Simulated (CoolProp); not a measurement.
Vapour-liquid equilibrium of ethanol (1) + benzene (2) at 2.94 bar; x and y are mole fractions of (1).

Model: multi-fluid Helmholtz-energy mixture model, Schroeder 2014 and Thol 2012; pair parameters Bell 2016, in CoolProp.

Give the bubble temperature and the first vapour's composition at x = 0.25, 0.45, 0.55. Is there an azeotrope?

x = 0.25: 375.7 K, y = 0.440; x = 0.45: 374.3 K, y = 0.510; x = 0.55: 374.1 K, y = 0.541. y crosses x between x = 0.45 and 0.55: the model has an azeotrope there.

Pair parameters are fitted to limited data, so mixtures are less certain than the pure fluids.
